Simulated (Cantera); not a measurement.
Mixture: CH₄ : CO : O₂ : N₂ = 1 : 0.9 : 3.77 : 14.2 (molar parts), at 14.0 bar, adiabatic and at constant volume. Ignition delay is the time to a rise of 400 K.

Detailed kinetics in Cantera: GRI-Mech 3.0 (53 species, 325 reactions). The pressure lies above the range GRI-Mech 3.0 was tuned for (to about 10 atm).

### Question
Predict: delay at 1050 K; delay at 1250 K; delay at 1450 K; delay at 1650 K; delay at 1850 K; apparent activation energy between 1750 and 1950 K.

### Answer
```json
{
  "delay at 1050 K": "45.7 ms",
  "delay at 1250 K": "2.00 ms",
  "delay at 1450 K": "0.193 ms",
  "delay at 1650 K": "31.6 µs",
  "delay at 1850 K": "7.85 µs",
  "apparent activation energy between 1750 and 1950 K": "170 kJ/mol"
}
```
